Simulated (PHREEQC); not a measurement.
A solution holds 15 mmol/kgw ZnSO4, at 25 °C. Closed to the air; pH follows from the charge balance.

Computed with PHREEQC (ion-association model, wateq4f.dat).

Task: The ionic strength comes out as 0.0379 mol/kgw. What activity coefficients do Zn(SO4)2-2, ZnOH+, Zn+2, H+, SO4-2 get?

Result: Zn(SO4)2-2 0.49, ZnOH+ 0.84, Zn+2 0.52, H+ 0.86, SO4-2 0.50.

No solid was allowed to form. Species that the database lacks are ignored.
